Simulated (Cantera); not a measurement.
## Equilibrium for aluminium and copper etching: Cu + F2 + H2

Feed: 1 mol Cu, 3.1 mol F2, 0.38 mol H2, equilibrated at 1.90e-5 bar.

Cantera equilibrium calculation (NASA polynomials, part measured and part estimated; ideal gas, pure solids and liquids). Candidate condensed phases: Cu, CuF2; 15 gas species. The numbers say what is thermodynamically allowed, not how fast it happens.

From 250 °C to 550 °C the condensed part is CuF2(s). From 700 °C to 1150 °C nothing is condensed.

| T (°C) | log p F | log p F2 | log p HF | log p CuF2 | log p CuF | n CuF2(s) |
|---|---|---|---|---|---|---|
| 250 | -7.33 | -4.88 | -5.24 | <-16 | <-16 | 1.00 |
| 400 | -5.57 | -4.96 | -5.27 | -11.49 | <-16 | 1.00 |
| 550 | -4.86 | -5.85 | -5.43 | -7.80 | <-16 | 0.997 |
| 700 | -4.90 | -7.55 | -5.56 | -5.44 | -12.15 | 0 |
| 850 | -4.90 | -8.73 | -5.56 | -5.44 | -9.73 | 0 |
| 1000 | -4.90 | -9.64 | -5.56 | -5.44 | -7.89 | 0 |
| 1150 | -4.90 | -10.35 | -5.56 | -5.49 | -6.48 | 0 |
log p: log10 of the partial pressure in bar; n: condensed amount in mol.
